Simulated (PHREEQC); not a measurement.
**Reverse-osmosis permeate**

A made-up water analysis in mmol/kgw, 45 °C, pH 6.34, pe 12:

```
constituent           mmol/kgw
--------------------  --------
Na                       0.366
K                        0.064
Ca                       0.177
Mg                      0.0162
Cl                       0.213
S(6)                    0.0841
Alkalinity (meq/kgw)     0.403
Cd                     0.00152
```

Valence states are taken as typed.

All values are PHREEQC results (ion-association model, phreeqc.dat), not measurements.

No solid was allowed to form.

Task: What specific conductance, charge-balance error does the model give?

Result: specific conductance 133 µS/cm; charge-balance error 2.2 %.

Task: In which forms is S present?

Result: SO4-2 97 %, CaSO4 2.5 % of the S.

Away from 25 °C the constants follow the database's enthalpies or fits; those with neither stay at their 25 °C values.
